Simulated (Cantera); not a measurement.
A Cantera script and what it prints.

```python
import numpy as np
import cantera as ct

gas_names = [...]  # 151 gases of nasa_gas.yaml made of C, H, N, O, Si
cond_names = """
    C(gr) C6H6(L) C7H8(L) C8H18(L),n-octa H2O(s) H2O(L) Si(cr) Si(L) SiC(b) SiO2(Lqz) SiO2(hqz) SiO2(L)
    Si2N2O(s) Si3N4(a)
""".split()


# ... load() reads the species with a 1 bar reference pressure and builds the phases ...
atoms = {
    'SiC': {'Si': 1, 'C': 1},
    'H2O': {'H': 2, 'O': 1},
    'N2': {'N': 2},
}
top_T = {'C(gr)': 4500, 'SiC(b)': 3050, 'Si2N2O(s)': 2100, 'Si3N4(a)': 2400}  # K; cautious upper limits of use, not melting points


# ... equilibrate(T, P, feed) seeds the gas with the atoms and calls Mixture.equilibrate('TP', solver="vcs", rtol=1e-11, max_steps=5000) ...
results = []
feed = {'SiC': 1, 'H2O': 0.0091, 'N2': 17}  # mol
P = 330000  # Pa
for T in [1200, 1250, 1300, 1350, 1400, 1450, 1500, 1550, 1600, 1650, 1700, 1750]:
    mix = equilibrate(T, P, feed)
    results.append((T, P, feed, dict(zip(mix.species_names, mix.species_moles))))
    x = sorted(zip(gas.X, gas.species_names), reverse=True)
    print(f"T = {T:g} K  P = {P:g} Pa  gas = {mix.phase_moles(0):.4g} mol")
    print("   x: " + "  ".join(f"{s} {v:.3e}" for v, s in x if v > 1e-06))
    print("   condensed (mol): " + ("  ".join(f"{mix.phase(i).name} {mix.phase_moles(i):.4g}"
          for i in range(1, mix.n_phases) if mix.phase_moles(i) > 1e-12) or "none"))
```

It prints:

```
T = 1200 K  P = 330000 Pa  gas = 16.35 mol
   x: N2 9.994e-01  H2 5.558e-04  HCN 1.756e-06
   condensed (mol): C(gr) 1  Si2N2O(s) 0.009099  Si3N4(a) 0.3273
T = 1250 K  P = 330000 Pa  gas = 16.35 mol
   x: N2 9.994e-01  H2 5.552e-04  HCN 2.987e-06
   condensed (mol): C(gr) 0.9999  Si2N2O(s) 0.009097  Si3N4(a) 0.3273
T = 1300 K  P = 330000 Pa  gas = 16.35 mol
   x: N2 9.994e-01  H2 5.542e-04  HCN 4.873e-06
   condensed (mol): C(gr) 0.9999  Si2N2O(s) 0.009088  Si3N4(a) 0.3273
T = 1350 K  P = 330000 Pa  gas = 16.35 mol
   x: N2 9.994e-01  H2 5.528e-04  HCN 7.659e-06  CO 2.171e-06
   condensed (mol): C(gr) 0.9998  Si2N2O(s) 0.009065  Si3N4(a) 0.3273
T = 1400 K  P = 330000 Pa  gas = 16.35 mol
   x: N2 9.994e-01  H2 5.508e-04  HCN 1.164e-05  CO 6.159e-06
   condensed (mol): C(gr) 0.9997  Si2N2O(s) 0.008999  Si3N4(a) 0.3273
T = 1450 K  P = 330000 Pa  gas = 16.35 mol
   x: N2 9.994e-01  H2 5.479e-04  HCN 1.717e-05  CO 1.624e-05
   condensed (mol): C(gr) 0.9994  Si2N2O(s) 0.008834  Si3N4(a) 0.3274
T = 1500 K  P = 330000 Pa  gas = 16.35 mol
   x: N2 9.994e-01  H2 5.441e-04  CO 4.011e-05  HCN 2.465e-05
   condensed (mol): C(gr) 0.9989  Si2N2O(s) 0.008444  Si3N4(a) 0.3277
T = 1550 K  P = 330000 Pa  gas = 16.35 mol
   x: N2 9.993e-01  H2 5.389e-04  CO 9.333e-05  HCN 3.451e-05
   condensed (mol): C(gr) 0.9979  Si2N2O(s) 0.007574  Si3N4(a) 0.3283
T = 1600 K  P = 330000 Pa  gas = 16.35 mol
   x: N2 9.992e-01  H2 5.321e-04  CO 2.058e-04  HCN 4.720e-05  HNC 1.080e-06
   condensed (mol): C(gr) 0.9958  Si2N2O(s) 0.005734  Si3N4(a) 0.3295
T = 1650 K  P = 330000 Pa  gas = 16.35 mol
   x: N2 9.990e-01  H2 5.235e-04  CO 4.320e-04  HCN 6.318e-05  HNC 1.660e-06  H 1.144e-06
   condensed (mol): C(gr) 0.9919  Si2N2O(s) 0.00203  Si3N4(a) 0.332
T = 1700 K  P = 330000 Pa  gas = 16.35 mol
   x: N2 9.988e-01  CO 5.556e-04  H2 5.129e-04  HCN 8.291e-05  HNC 2.480e-06  H 1.837e-06
   condensed (mol): C(gr) 0.9895  Si3N4(a) 0.3333
T = 1750 K  P = 330000 Pa  gas = 16.35 mol
   x: N2 9.988e-01  CO 5.550e-04  H2 4.998e-04  HCN 1.068e-04  HNC 3.609e-06  H 2.862e-06  SiO 1.536e-06
   condensed (mol): C(gr) 0.9891  Si3N4(a) 0.3333
```

Cantera equilibrium calculation (NASA polynomials, part measured and part estimated; ideal gas, pure solids and liquids). N2 is the only nitrogen source here; it is nearly inert below about 1500 K, so the nitride shown seldom forms there in practice. Mutual solubility and eutectic melting of coexisting phases are not modelled.
